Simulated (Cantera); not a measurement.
Input (Python, Cantera):

```python
import numpy as np
import cantera as ct

gas = ct.Solution("gri30.yaml")
gas.TPX = 773, 700000, {'CH4': 1, 'O2': 2, 'N2': 7.52, 'H2O': 1.2}
inlet = ct.Reservoir(gas, clone=True)
gas.equilibrate("HP")  # start burning
reactor = ct.IdealGasConstPressureReactor(gas, energy="on", clone=False)
exhaust = ct.Reservoir(gas, clone=True)
tau = [0.49, 0.17, 0.059, 0.02, 0.007, 0.0024, 0.00083, 0.00028, 9.8e-05, 3.4e-05][0]
for a, b in ((inlet, reactor), (reactor, exhaust)):
    ct.MassFlowController(a, b, mdot=lambda t: reactor.mass / tau)
net = ct.ReactorNet([reactor])
show = ['CH4', 'O2', 'H2O', 'HCO', 'C2H4', 'OH']

rows = []
print(f"{'tau/s':>10s}{'T/K':>9s}" + "".join(f"{s:>11s}" for s in show))
for tau in [0.49, 0.17, 0.059, 0.02, 0.007, 0.0024, 0.00083, 0.00028, 9.8e-05, 3.4e-05]:
    net.initial_time = 0.0
    net.advance(30 * tau)
    before = gas.X
    net.advance(40 * tau)
    drift = np.max(np.abs(gas.X - before) / (gas.X + 1e-9))
    rows.append([gas.T, *gas[show].X, drift])
    print(f"{tau:10.3e}{gas.T:9.1f}" + "".join(f"{x:11.3e}" for x in gas[show].X))
```

Result:

```
     tau/s      T/K        CH4         O2        H2O        HCO       C2H4         OH
 4.900e-01   2367.2  1.401e-07  4.264e-03  2.644e-01  4.003e-09  4.610e-13  3.534e-03
 1.700e-01   2367.2  4.002e-07  4.325e-03  2.644e-01  5.154e-09  3.760e-12  3.555e-03
 5.900e-02   2367.1  1.127e-06  4.476e-03  2.643e-01  8.482e-09  2.979e-11  3.608e-03
 2.000e-02   2365.8  3.163e-06  4.807e-03  2.641e-01  1.846e-08  2.332e-10  3.725e-03
 7.000e-03   2360.8  8.260e-06  5.383e-03  2.635e-01  4.647e-08  1.557e-09  3.935e-03
 2.400e-03   2347.3  2.066e-05  6.390e-03  2.623e-01  1.284e-07  9.188e-09  4.311e-03
 8.300e-04   2321.4  4.789e-05  8.045e-03  2.601e-01  3.604e-07  4.349e-08  4.910e-03
 2.800e-04   2278.9  1.093e-04  1.066e-02  2.565e-01  1.042e-06  1.805e-07  5.720e-03
 9.800e-05   2219.5  2.509e-04  1.442e-02  2.518e-01  2.910e-06  6.967e-07  6.452e-03
 3.400e-05   2132.8  6.834e-04  2.074e-02  2.458e-01  8.236e-06  3.599e-06  6.421e-03
```

Cantera simulation using GRI-Mech 3.0 (53 species, 325 reactions); the numbers are that mechanism's predictions, not measurements.
